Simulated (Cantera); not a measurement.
Feed: 1 mol Fe, 0.33 mol CO, 22 mol N2, 3.7 mol SO2, equilibrated at 7.50 Torr.

Equilibrium computed with Cantera from the NASA thermochemical tables; the gas is ideal and each condensed phase is pure. Candidate condensed phases: C, Fe, Fe(CO)5, FeO, FeS, FeSO4, FeS2, Fe2O3, Fe2(SO4)3, Fe3O4, S; 38 gas species. The tables' stoichiometric FeO is somewhat more stable than real wüstite, so its field is too wide. FeO: taken at fixed stoichiometry. Equilibrium is a limit: real reactors are often held back by kinetics, nucleation or transport. All values below are at 1575 K.

Base state: N2 0.854, SO2 0.118, S2 0.0105, CO2 0.00844, SO 0.00473, CO 0.00436, S2O 0.000174, S 9.53e-5 (mole fractions); condensed: FeO(s).

Q: What changes in the equilibrium state with this change: CO from 0.33 to 11 mol?

A: 
| species | before | after |
|---|---|---|
| N2 | 0.854 | 0.622 |
| CO | 0.00436 | 0.186 |
| CO2 | 0.00844 | 0.125 |
| SO2 | 0.118 | 0.0265 |
| S2 | 0.0105 | 0.0370 |
| Fe | 5.46e-6 | 1.58e-5 |
| COS | 3.86e-6 | 0.000310 |
| S | 9.53e-5 | 0.000179 |
| SO | 0.00473 | 0.00308 |
| FeO(s), mol | 1.000 | 0.999 |
